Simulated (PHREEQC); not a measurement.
Make-up at 20 °C: 0.051 mol/kgw CuCl2 and 0.13 mol/kgw Na2SO4. It is in equilibrium with CO2 at log p = -1 (atm). Otherwise closed; pH follows from the charge balance.

The numbers come from PHREEQC with the ion-association model, wateq4f.dat.

No solid was allowed to form.

### Question
Predict the pH, activity of water, ionic strength.

### Answer
pH 4.28; activity of water 0.992; ionic strength 0.401 mol/kgw.

### Question
In which forms is Cl present?

### Answer
Cl- 99 %, CuCl+ 1.4 % of the Cl.

Examples of supersaturated solids here: Antlerite. Others may be too.
